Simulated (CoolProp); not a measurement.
Vapour pressure (MPa) of cyclohexane: the reference equation beside estimates from Tc = 553.6 K, pc = 4.081 MPa, ω = 0.209. Clausius-Clapeyron is anchored at 373.1 K with a constant enthalpy of vaporisation of 28.86 kJ/mol.

Model: reference Helmholtz-energy equation of state, Zhou 2014, in CoolProp.

| T (K) | reference | Lee-Kesler | Clausius-Clapeyron | van der Waals | Redlich-Kwong | Peng-Robinson |
|---|---|---|---|---|---|---|
| 291 | 0.009342 | 0.009364 | 0.01265 | 0.1579 | 0.01796 | 0.01008 |
| 311.6 | 0.02315 | 0.02307 | 0.02783 | 0.2427 | 0.04132 | 0.02421 |
| 332.1 | 0.05007 | 0.04985 | 0.05534 | 0.3541 | 0.08340 | 0.05127 |
| 352.6 | 0.09753 | 0.09725 | 0.1016 | 0.4962 | 0.1523 | 0.09846 |
| 373.1 | 0.1745 | 0.1744 | 0.1745 | 0.6722 | 0.2569 | 0.1746 |
| 393.7 | 0.2920 | 0.2924 | 0.2839 | 0.8863 | 0.4072 | 0.2908 |
| 414.2 | 0.4604 | 0.4614 | 0.4392 | 1.139 | 0.6109 | 0.4577 |
| 434.7 | 0.6924 | 0.6939 | 0.6520 | 1.434 | 0.8776 | 0.6886 |
| 455.3 | 1.003 | 1.004 | 0.9357 | 1.776 | 1.218 | 0.9992 |

Absolute difference from the reference over all 9 rows, mean and median: Lee-Kesler 0.2 and 0.2 %, Clausius-Clapeyron 10.0 and 5.8 %, van der Waals 486.1 and 285.2 %, Redlich-Kwong 51.2 and 47.2 %, Peng-Robinson 2.0 and 0.6 %.
